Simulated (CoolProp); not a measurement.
Octamethylcyclotetrasiloxane (D4) along the isotherm 346.85 °C: density (kg/m³) from the reference equation and from simpler models built on Tc = 313.4 °C, pc = 13.47 bar, ω = 0.598; each cubic takes its own stable root.

Model: reference Helmholtz-energy equation of state, Thol 2015, in CoolProp.

```
p (bar)          phase  reference
-------  -------------  ---------
4.21               gas      26.74
8.42               gas      60.60
12.6               gas      107.3
16.8     supercritical      185.2
21.1     supercritical      324.0
25.3     supercritical      412.9
29.5     supercritical      456.2
33.7     supercritical      483.4
```

Q: How far does each simpler model (ideal gas, van der Waals, Redlich-Kwong, Soave-Redlich-Kwong, Peng-Robinson) lie from the reference over these 8 states: mean and median of the absolute difference, and the worst?

A: 
- ideal gas: mean 45.0 %, median 53.8 %, worst -64.7 % at 346.85 °C and 25.3 bar
- van der Waals: mean 11.3 %, median 10.4 %, worst +24.1 % at 346.85 °C and 16.8 bar
- Redlich-Kwong: mean 5.3 %, median 4.9 %, worst +13.2 % at 346.85 °C and 16.8 bar
- Soave-Redlich-Kwong: mean 8.7 %, median 9.8 %, worst -16.2 % at 346.85 °C and 25.3 bar
- Peng-Robinson: mean 4.1 %, median 3.5 %, worst -9.0 % at 346.85 °C and 25.3 bar
